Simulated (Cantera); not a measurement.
Hydrocarbon pyrolysis for carbon deposition

An isothermal, constant-pressure homogeneous reactor starts with C₃H₈ : H₂ = 1 : 3.9 (molar parts), at 1950 K and 1.50 bar.

Model: GRI-Mech 3.0 (53 species, 325 reactions), integrated in Cantera. GRI-Mech 3.0 was tuned for natural gas; its chemistry of propane as a main component is partial and can be far from experiment. GRI-Mech 3.0 stops at C3 and has no aromatics, soot or wall deposition, so with more carbon than oxygen in the feed, carbon stays in small species such as C2H2 where larger ones or solid carbon would form.

```json
[
 {"t (s)": "0.000400", "x C₃H₈": "1.21e-7", "x H₂": "0.733", "x C₂H₆": "0.000113", "x CH₄": "0.108", "x CH₂": "2.00e-6", "x CH₃": "0.00209", "x C₂H": "2.39e-6"},
 {"t (s)": "0.000815", "x C₃H₈": "5.30e-8", "x H₂": "0.753", "x C₂H₆": "6.40e-5", "x CH₄": "0.0803", "x CH₂": "1.60e-6", "x CH₃": "0.00159", "x C₂H": "2.56e-6"},
 {"t (s)": "0.00166", "x C₃H₈": "1.71e-8", "x H₂": "0.772", "x C₂H₆": "2.88e-5", "x CH₄": "0.0531", "x CH₂": "1.16e-6", "x CH₃": "0.00107", "x C₂H": "2.73e-6"},
 {"t (s)": "0.00338", "x C₃H₈": "4.68e-9", "x H₂": "0.787", "x C₂H₆": "1.08e-5", "x CH₄": "0.0317", "x CH₂": "7.57e-7", "x CH₃": "0.000648", "x C₂H": "2.88e-6"},
 {"t (s)": "0.00688", "x C₃H₈": "1.50e-9", "x H₂": "0.796", "x C₂H₆": "4.03e-6", "x CH₄": "0.0184", "x CH₂": "4.72e-7", "x CH₃": "0.000380", "x C₂H": "2.99e-6"},
 {"t (s)": "0.0140", "x C₃H₈": "7.33e-10", "x H₂": "0.801", "x C₂H₆": "2.00e-6", "x CH₄": "0.0118", "x CH₂": "3.19e-7", "x CH₃": "0.000246", "x C₂H": "3.04e-6"},
 {"t (s)": "0.0285", "x C₃H₈": "5.66e-10", "x H₂": "0.802", "x C₂H₆": "1.54e-6", "x CH₄": "0.00981", "x CH₂": "2.70e-7", "x CH₃": "0.000205", "x C₂H": "3.06e-6"},
 {"t (s)": "0.0581", "x C₃H₈": "5.50e-10", "x H₂": "0.802", "x C₂H₆": "1.50e-6", "x CH₄": "0.00960", "x CH₂": "2.65e-7", "x CH₃": "0.000200", "x C₂H": "3.06e-6"},
 {"t (s)": "0.118", "x C₃H₈": "5.50e-10", "x H₂": "0.802", "x C₂H₆": "1.50e-6", "x CH₄": "0.00960", "x CH₂": "2.65e-7", "x CH₃": "0.000200", "x C₂H": "3.06e-6"},
 {"t (s)": "0.241", "x C₃H₈": "5.50e-10", "x H₂": "0.802", "x C₂H₆": "1.50e-6", "x CH₄": "0.00960", "x CH₂": "2.65e-7", "x CH₃": "0.000200", "x C₂H": "3.06e-6"},
 {"t (s)": "0.491", "x C₃H₈": "5.50e-10", "x H₂": "0.802", "x C₂H₆": "1.50e-6", "x CH₄": "0.00960", "x CH₂": "2.65e-7", "x CH₃": "0.000200", "x C₂H": "3.06e-6"},
 {"t (s)": "1.00", "x C₃H₈": "5.50e-10", "x H₂": "0.802", "x C₂H₆": "1.50e-6", "x CH₄": "0.00960", "x CH₂": "2.65e-7", "x CH₃": "0.000200", "x C₂H": "3.06e-6"}
]
```
x: mole fraction; the columns are a selection and need not sum to one.

Equilibrium at this temperature and pressure: C₃H₈ 5.50e-10, H₂ 0.802, C₂H₆ 1.50e-6, CH₄ 0.00960, CH₂ 2.65e-7, CH₃ 0.000200, C₂H 3.06e-6 (gas phase only).
